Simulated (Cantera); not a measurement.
A perfectly stirred reactor is fed with CH3OH : O2 : N2 = 1 : 2.59 : 9.72 (molar parts), at 540000 Pa; it is adiabatic with a 523 K inlet, and is followed from long to short residence time, starting on the burning branch (τ in s: 0.02, 0.0097, 0.0046, 0.0022, 0.0011, 0.00051, 0.00025, 0.00012, 5.6e-05).

Computed with Cantera and GRI-Mech 3.0 (53 species, 325 reactions). GRI-Mech 3.0 was tuned for natural gas; its chemistry of methanol as a main component is partial and can be far from experiment.

### Question
What does this change do: inlet temperature 523 to 675 K?

### Answer
```tsv
quantity	before	after
blow-out, bracketed by the residence times tried	burning at 0.120 ms, out at 56.0 µs	burning at 56.0 µs, the shortest tried
x(CH3OH) at τ = 20.0 ms	4.90e-6	2.94e-6
x(O2) at τ = 20.0 ms	0.0788	0.0787
x(H2O2) at τ = 20.0 ms	2.08e-7	2.10e-7
x(H2O) at τ = 20.0 ms	0.144	0.144
x(NO) at τ = 20.0 ms	1.48e-5	5.99e-5
x(CH3OH) at τ = 1.10 ms	3.96e-5	2.59e-5
x(O2) at τ = 1.10 ms	0.0798	0.0794
x(H2O2) at τ = 1.10 ms	6.87e-7	5.44e-7
x(H2O) at τ = 1.10 ms	0.143	0.143
x(NO) at τ = 1.10 ms	7.48e-6	1.82e-5
```

### Question
What does this change do: inlet temperature 523 to 325 K?

### Answer
```tsv
quantity	before	after
blow-out, bracketed by the residence times tried	burning at 0.120 ms, out at 56.0 µs	burning at 0.510 ms, out at 0.250 ms
x(CH3OH) at τ = 20.0 ms	4.90e-6	9.41e-6
x(O2) at τ = 20.0 ms	0.0788	0.0790
x(H2O2) at τ = 20.0 ms	2.08e-7	2.61e-7
x(H2O) at τ = 20.0 ms	0.144	0.144
x(NO) at τ = 20.0 ms	1.48e-5	3.73e-6
x(CH3OH) at τ = 1.10 ms	3.96e-5	8.58e-5
x(O2) at τ = 1.10 ms	0.0798	0.0809
x(H2O2) at τ = 1.10 ms	6.87e-7	1.08e-6
x(H2O) at τ = 1.10 ms	0.143	0.143
x(NO) at τ = 1.10 ms	7.48e-6	2.00e-6
```
